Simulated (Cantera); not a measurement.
**Thermodynamics of carbothermic reduction, feed CuO + CO + N₂**

Charge: 1 mol CuO, 1.3 mol CO, 0.12 mol N₂, at 2.00 bar.

Method: chemical equilibrium by Gibbs-energy minimisation in Cantera with the NASA 1993 tables (ideal gas, pure condensed phases). Candidate condensed phases: C, Cu, CuO, Cu₂O; 27 gas species. Kinetics and transport are ignored.

From 900 K to 1350 K the condensed part is Cu(s). From 1500 K to 2550 K the condensed part is Cu(l).

| T (K) | x CO₂ | x CO | x Cu | x N₂ | x O₂ | x Cu₂ | x NO | x O | n Cu(s) | n Cu(l) |
|---|---|---|---|---|---|---|---|---|---|---|
| 900 | 0.704 | 0.211 | <1e-12 | 0.0845 | <1e-12 | <1e-12 | <1e-12 | <1e-12 | 1.00 | 0 |
| 1050 | 0.704 | 0.211 | 5.26e-11 | 0.0845 | <1e-12 | <1e-12 | <1e-12 | <1e-12 | 1.00 | 0 |
| 1200 | 0.704 | 0.211 | 6.14e-9 | 0.0845 | <1e-12 | <1e-12 | 5.75e-12 | <1e-12 | 1.00 | 0 |
| 1350 | 0.704 | 0.211 | 2.45e-7 | 0.0845 | <1e-12 | 3.21e-11 | 3.66e-10 | <1e-12 | 1.00 | 0 |
| 1500 | 0.704 | 0.211 | 4.11e-6 | 0.0845 | 1.33e-10 | 1.61e-9 | 1.01e-8 | 3.31e-11 | 0 | 1.000 |
| 1650 | 0.704 | 0.211 | 4.06e-5 | 0.0845 | 7.90e-9 | 3.81e-8 | 1.51e-7 | 1.63e-9 | 0 | 1.000 |
| 1800 | 0.704 | 0.211 | 0.000271 | 0.0845 | 2.35e-7 | 5.19e-7 | 1.44e-6 | 4.17e-8 | 0 | 1.000 |
| 1950 | 0.703 | 0.211 | 0.00134 | 0.0844 | 4.12e-6 | 4.63e-6 | 9.64e-6 | 6.48e-7 | 0 | 0.998 |
| 2100 | 0.700 | 0.210 | 0.00521 | 0.0840 | 4.76e-5 | 2.97e-5 | 4.89e-5 | 6.78e-6 | 0 | 0.992 |
| 2250 | 0.691 | 0.209 | 0.0168 | 0.0829 | 0.000390 | 0.000147 | 0.000197 | 5.15e-5 | 0 | 0.975 |
| 2400 | 0.663 | 0.206 | 0.0467 | 0.0799 | 0.00232 | 0.000584 | 0.000641 | 0.000295 | 0 | 0.928 |
| 2550 | 0.591 | 0.207 | 0.115 | 0.0728 | 0.00933 | 0.00195 | 0.00161 | 0.00126 | 0 | 0.805 |
x: gas mole fraction; n: condensed amount in mol.
